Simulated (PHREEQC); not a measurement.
Model water analysis in mg/L, 20 °C, pH 5.97, pe 10:

```tsv
constituent	mg/L
Na	0.0281
K	0.000453
Ca	0.0277
Mg	0.00076
Cl	0.0316
S(6) as SO4	0.00857
Alkalinity as HCO3	0.0908
Si as SiO2	0.0014
Ni	0.00146
N(5) as NO3	0.000176
Cd	7.12e-05
```

Valence states are taken as typed.

Computed with PHREEQC (ion-association model, wateq4f.dat).

```
quantity                    before     after
------------------------  --------  --------
ionic strength (mol/kgw)   4.56e-6   3.82e-6
CO2 (mol/kgw)              6.58e-6   1.47e-6
HCO3- (mol/kgw)            2.56e-6   1.81e-6
CO3-2 (mol/kgw)           1.01e-10  2.26e-10
CaHCO3+ (mol/kgw)         2.05e-11  1.45e-11
NiCO3 (mol/kgw)           1.83e-11  4.08e-11
SI of Quartz (SiO2)          -3.58     -3.58
```

Problem. Name the change that produced these shifts.
A) pH from 5.97 to 6.47 at the same alkalinity
B) all concentrations times 4 at the same typed pH
C) Mg from 0.00076 to 0.00152 mg/L
D) N(5) from 0.000176 to 0.000352 mg/L

Solution. A, pH from 5.97 to 6.47 at the same alkalinity

No solid was allowed to form.
